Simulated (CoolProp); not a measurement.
Vapour-liquid equilibrium of carbon dioxide (1) + isopentane (2) at 255.3 K; x and y are mole fractions of (1).

Model: multi-fluid Helmholtz-energy mixture model, Span 1996 and Lemmon 2006; pair parameters Kunz 2012, in CoolProp.

```json
[
 {"x": "0.05", "bubble pressure (kPa)": "181.8", "y at the bubble point": "0.917", "dew pressure at overall composition x (kPa)": "15.77", "liquid density (mol/L)": "9.334"},
 {"x": "0.125", "bubble pressure (kPa)": "427.0", "y at the bubble point": "0.964", "dew pressure at overall composition x (kPa)": "17.13", "liquid density (mol/L)": "9.727"},
 {"x": "0.2", "bubble pressure (kPa)": "652.2", "y at the bubble point": "0.976", "dew pressure at overall composition x (kPa)": "[?]", "liquid density (mol/L)": "10.18"},
 {"x": "0.275", "bubble pressure (kPa)": "847.8", "y at the bubble point": "0.982", "dew pressure at overall composition x (kPa)": "20.70", "liquid density (mol/L)": "10.69"},
 {"x": "0.35", "bubble pressure (kPa)": "1011", "y at the bubble point": "0.985", "dew pressure at overall composition x (kPa)": "23.09", "liquid density (mol/L)": "11.29"},
 {"x": "0.425", "bubble pressure (kPa)": "1145", "y at the bubble point": "0.987", "dew pressure at overall composition x (kPa)": "26.11", "liquid density (mol/L)": "11.97"},
 {"x": "0.5", "bubble pressure (kPa)": "[?]", "y at the bubble point": "0.988", "dew pressure at overall composition x (kPa)": "30.04", "liquid density (mol/L)": "12.76"},
 {"x": "0.575", "bubble pressure (kPa)": "1356", "y at the bubble point": "0.989", "dew pressure at overall composition x (kPa)": "35.35", "liquid density (mol/L)": "13.67"},
 {"x": "0.65", "bubble pressure (kPa)": "1451", "y at the bubble point": "0.991", "dew pressure at overall composition x (kPa)": "42.95", "liquid density (mol/L)": "14.73"},
 {"x": "0.725", "bubble pressure (kPa)": "1553", "y at the bubble point": "0.992", "dew pressure at overall composition x (kPa)": "54.69", "liquid density (mol/L)": "15.98"},
 {"x": "0.8", "bubble pressure (kPa)": "1670", "y at the bubble point": "0.993", "dew pressure at overall composition x (kPa)": "75.29", "liquid density (mol/L)": "17.47"},
 {"x": "0.875", "bubble pressure (kPa)": "1808", "y at the bubble point": "[?]", "dew pressure at overall composition x (kPa)": "120.8", "liquid density (mol/L)": "19.27"},
 {"x": "0.95", "bubble pressure (kPa)": "1975", "y at the bubble point": "0.998", "dew pressure at overall composition x (kPa)": "305.4", "liquid density (mol/L)": "21.46"}
]
```

### Question
What belongs in the gaps?

### Answer

- 0.2, dew pressure at overall composition x (kPa): 18.75
- 0.5, bubble pressure (kPa): 1257
- 0.875, y at the bubble point: 0.995

No azeotrope shows between x = 0.05 and 0.95.

The pair parameters rest on a limited set of measurements; away from them the model extrapolates. The gap from Raoult's law changes sign with composition, which may be real or a fault of the pair parameters; it wasn't checked against measurements. With so large a gap from Raoult's law the liquid may split in two, which this calculation doesn't test in full.
